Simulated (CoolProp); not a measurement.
A closed Brayton cycle with nitrogen: compressor inlet 328.15 K and 1.7 MPa, high pressure 4.72 MPa, turbine inlet 995 K, compressor efficiency 0.89, turbine efficiency 0.93, recuperator effectiveness 0.95 (on enthalpy, no pinch check). Each further row changes one setting.

The numbers come from the reference Helmholtz-energy equation of state, Span 2000 in CoolProp.

```json
[
 {"case": "as stated", "thermal efficiency (%)": "44.0", "net work (kJ/kg)": "118", "compressor to turbine work": "0.53", "compressor exit (K)": "453.5", "turbine exit (K)": "779.1"},
 {"case": "turbine inlet 945 K", "thermal efficiency (%)": "41.6", "net work (kJ/kg)": "106", "compressor to turbine work": "0.55", "compressor exit (K)": "453.5", "turbine exit (K)": "738.2"},
 {"case": "compressor inlet 338.15 K", "thermal efficiency (%)": "42.6", "net work (kJ/kg)": "114", "compressor to turbine work": "0.54", "compressor exit (K)": "467.1", "turbine exit (K)": "779.1"},
 {"case": "high pressure 4.01 MPa", "thermal efficiency (%)": "45.1", "net work (kJ/kg)": "106", "compressor to turbine work": "0.50", "compressor exit (K)": "431.0", "turbine exit (K)": "810.4"},
 {"case": "recuperator effectiveness 0.5", "thermal efficiency (%)": "27.6", "net work (kJ/kg)": "118", "compressor to turbine work": "0.53", "compressor exit (K)": "453.5", "turbine exit (K)": "779.1"}
]
```
